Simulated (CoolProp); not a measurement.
Vapour-liquid equilibrium of carbon dioxide (1) + CHF3 (R23) (2) at 18.1 bar; x and y are mole fractions of (1).

Model: multi-fluid Helmholtz-energy mixture model, Span 1996 and Penoncello 2003; pair parameters Bell 2016, in CoolProp.

```
x     bubble temperature, mixture model (K)  bubble temperature, Raoult's law (K)  y, mixture model  y, Raoult's law
----  -------------------------------------  ------------------------------------  ----------------  ---------------
0.05                                  260.8                                 261.1             0.067            0.069
0.15                                  259.1                                 259.7             0.194            0.199
0.25                                  257.5                                 258.5             0.311            0.319
0.35                                  256.1                                 257.3             0.419            0.431
0.45                                  254.8                                 256.1             0.519            0.536
0.55                                  253.7                                 255.0             0.613            0.633
0.65                                  252.7                                 253.9             0.701            0.724
0.75                                  251.9                                 252.9             0.786            0.809
0.85                                  251.2                                 251.9             0.870            0.889
0.95                                  250.6                                 250.9             0.955            0.964
```

The largest gap from Raoult's law is -1.3 K in bubble temperature, at x = 0.55. No azeotrope shows between x = 0.05 and 0.95.

The pair parameters rest on a limited set of measurements; away from them the model extrapolates.
